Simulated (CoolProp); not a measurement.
Properties of R115 along the isobar 0.46 MPa.

The numbers come from the reference Helmholtz-energy equation of state, Lemmon 2016 in CoolProp.

| T (K) | phase | Z | fugacity coefficient |
|---|---|---|---|
| 181.7 | liquid | 0.02734 | 0.009707 |
| 195.7 | liquid | 0.02606 | 0.02723 |
| 209.8 | liquid | 0.02500 | 0.06514 |
| 223.8 | liquid | 0.02412 | 0.1356 |
| 237.8 | liquid | 0.02342 | 0.2536 |
| 251.9 | liquid | (withheld) | 0.4355 |
| 265.9 | liquid | 0.02249 | 0.6918 |
| 279.9 | gas | 0.8836 | 0.8977 |
| 294 | gas | 0.9039 | 0.9131 |
| 308 | gas | 0.9191 | 0.9255 |
| 322 | gas | 0.9310 | 0.9355 |
| 336.1 | gas | 0.9407 | 0.9439 |
| 350.1 | gas | (withheld) | 0.9510 |
| 364.1 | gas | 0.9551 | 0.9569 |
| 378.2 | gas | (withheld) | 0.9620 |
| 392.2 | gas | 0.9654 | (withheld) |

Question: Complete the blanks.

Answer: 
- 251.9, Z: 0.02287
- 350.1, Z: 0.9486
- 378.2, Z: 0.9607
- 392.2, fugacity coefficient: 0.9664
